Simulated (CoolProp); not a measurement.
A closed Brayton cycle with dry air: compressor inlet 323.15 K and 2.3 MPa, high pressure 4.59 MPa, turbine inlet 810 K, compressor efficiency 0.89, turbine efficiency 0.85, recuperator effectiveness 0 (on enthalpy, no pinch check). Each further row changes one setting.

Values from CoolProp's reference Helmholtz-energy equation of state, Lemmon 2000. It is a pseudo-pure fit of the blend.

```tsv
case	thermal efficiency (%)	net work (kJ/kg)	compressor to turbine work	compressor exit (K)	turbine exit (K)
as stated	10.6	46.4	0.63	402.8	695.0
turbine inlet 760 K	10.1	38.5	0.68	402.8	651.0
compressor inlet 333.15 K	10.4	43.8	0.65	415.1	695.0
high pressure 3.9 MPa	8.5	38.9	0.60	382.6	720.5
recuperator effectiveness 0.5	16.4	46.4	0.63	402.8	695.0
```
